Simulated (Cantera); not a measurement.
Charge: 1 mol SiH2Cl2, 0.28 mol N2, at 1150 K and 90.0 Torr.

Cantera equilibrium calculation (NASA polynomials, part measured and part estimated; ideal gas, pure solids and liquids). Candidate condensed phases: NH4Cl, Si, Si3N4; 28 gas species. N2 is the only nitrogen source here; it is nearly inert below about 1500 K, so the nitride shown seldom forms there in practice. Mutual solubility and eutectic melting of coexisting phases are not modelled. The tables' values for SiCl3 are old estimates; treat these amounts as uncertain. Kinetics and transport are ignored.

Base state: H2 0.601, SiCl4 0.255, HCl 0.0606, SiHCl3 0.0513, SiCl3 0.0177, SiCl2 0.0135, SiH2Cl2 0.00130 (mole fractions); condensed: Si(s) + Si3N4(s).

### Question
What changes in the equilibrium state with this change: temperature from 1150 K to 1823.15 K?

### Answer
| species | before | after |
|---|---|---|
| H2 | 0.601 | 0.353 |
| SiCl2 | 0.0135 | 0.324 |
| HCl | 0.0606 | 0.196 |
| SiCl4 | 0.255 | 0.00136 |
| N2 | 4.70e-8 | 0.107 |
| SiHCl3 | 0.0513 | 0.000651 |
| SiCl3 | 0.0177 | 0.0169 |
| SiCl | 1.58e-9 | 0.000318 |
| Si | <1e-9 | 3.69e-5 |
| Cl | 1.48e-8 | 0.000314 |
| Si(s), mol | 0.0656 | 0 |
| Si3N4(s), mol | 0.140 | 0.0221 |
| Si(l), mol | 0 | 0.173 |
The tables' values for SiCl3, SiCl are old estimates; treat these amounts as uncertain. Gases not in the tables: Si2H6 and higher silanes.

### Question
What changes in the equilibrium state with this change: N2 from 0.28 to 2.4 mol?

### Answer
```tsv
species	before	after
N2	4.70e-8	0.517
HCl	0.0606	0.293
H2	0.601	0.127
SiCl2	0.0135	3.01e-5
SiHCl3	0.0513	0.000553
SiCl3	0.0177	0.000416
SiCl4	0.255	0.0628
SiH2Cl2	0.00130	6.11e-7
Si(s), mol	0.0656	0
Si3N4(s), mol	0.140	0.256
```

### Question
What changes in the equilibrium state with this change: N2 from 0.28 to 0.38 mol?

### Answer
```csv
species,before,after
H2,0.601,0.529
SiCl4,0.255,0.253
HCl,0.0606,0.198
SiHCl3,0.0513,0.0137
SiCl2,0.0135,0.00110
SiCl3,0.0177,0.00504
N2,4.70e-8,8.55e-5
SiH2Cl2,0.00130,9.30e-5
"Si(s), mol",0.0656,0
"Si3N4(s), mol",0.140,0.190
```
